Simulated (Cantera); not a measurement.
A closed system holds: 1 mol SiH2Cl2, 0.07 mol C2H2, 1000 mol H2, equilibrated at 2375 K and 75.0 Torr.

These are equilibrium values from Cantera (NASA tables, ideal gas, pure condensed phases), not measurements of a reactor. Candidate condensed phases: C, C6H6, C7H8, C8H18, Si, SiC; 109 gas species. Gases not in the tables: Si2H6 and higher silanes. The numbers say what is thermodynamically allowed, not how fast it happens.

Base state: H2 0.953, H 0.0435, HCl 0.00189, Si 0.000850, SiH 8.46e-5, C2H2 (acetylene) 6.35e-5, Cl 6.15e-5, SiH2 2.91e-5 (mole fractions); condensed: gas only.

Task: What changes in the equilibrium state with this change: temperature from 2375 K to 2450 K?

Result: 
```
species             before     after
----------------  --------  --------
H2                   0.953     0.936
H                   0.0435    0.0615
HCl                0.00189   0.00184
Si                0.000850  0.000862
Cl                 6.15e-5   8.60e-5
SiH2               2.91e-5   2.12e-5
SiH                8.46e-5   7.53e-5
C2H2 (acetylene)   6.35e-5   6.37e-5
```
